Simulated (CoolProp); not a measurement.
The fluid at 222.33 K and 4.14 MPa flows at 4.4 m/s in a round tube of 50 mm bore and 45 µm roughness, fully developed (64/Re and Nu = 3.66 if laminar; Colebrook and Gnielinski if turbulent). The same conditions are run with several fluids, on thermodynamics alone (safety and materials aside).

The numbers come from the reference Helmholtz-energy equation of state of each fluid (ammonia: Gao 2020; methanol: de Reuck 1993; R125: Lemmon 2005; R124: de Vries 1995; C3F8 (R218): Lemmon 2006) in CoolProp.

| fluid | Reynolds number | Darcy friction factor | pressure drop (Pa/m) | heat-transfer coefficient (W/(m² K)) | mass flow (kg/h) |
|---|---|---|---|---|---|
| ammonia | 458000 | 0.0198 | 2710 | 24300 | 21900 |
| methanol | 79900 | 0.0224 | 3730 | 3900 | 26800 |
| R125 | 745000 | 0.0196 | 5820 | 7990 | 47800 |
| R124 | 472000 | 0.0198 | 6110 | 6160 | 49500 |
| C3F8 (R218) | 618000 | 0.0197 | 6400 | 5760 | 52300 |

Transport values come from each fluid's own correlations; those of R124, C3F8 (R218) are estimates that may be off by 10 % or more.
